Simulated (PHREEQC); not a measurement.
Make-up at 25 °C: 1.7 mmol/kgw MnSO4, 0.092 mmol/kgw ZnCl2 and 0.082 mmol/kgw Na2SO4. Closed to the air; pH follows from the charge balance.

All values are PHREEQC results (ion-association model, wateq4f.dat), not measurements.

Precipitation was switched off in this run.

Q: Order these Zn species by the share of Zn that they hold, largest first: Zn(SO4)2-2, Zn+2, ZnOH+, ZnSO4.

A: Zn+2 (84 %), ZnSO4 (16 %), ZnOH+ (0.24 %), Zn(SO4)2-2 (0.20 %)

The pH is 6.51 and the ionic strength 0.00641 mol/kgw.
